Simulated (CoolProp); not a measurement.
Values from CoolProp's reference Helmholtz-energy equation of state, Lemmon 2006. It is a short technical equation, of lower accuracy than the large ones.

For hydrogen sulfide, give the phase and the cp (kJ/(kg K)), Joule-Thomson coefficient (K/MPa), viscosity (µPa s) at 49.15 °C and 101 kPa.


- 49.15 °C and 101 kPa: gas; cp 1.02, Joule-Thomson coefficient 14.4, viscosity 13.1

Viscosity comes from a separate model (Quiñones-Cisneros 2012).
